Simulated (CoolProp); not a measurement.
Computed with CoolProp (reference Helmholtz-energy equation of state, Gao 2016).

For sulfur dioxide, give the phase and the cp (kJ/(kg K)), Joule-Thomson coefficient (K/MPa) at 386.4 K and 70 kPa.


- 386.4 K and 70 kPa: gas; cp 0.677, Joule-Thomson coefficient 16.8
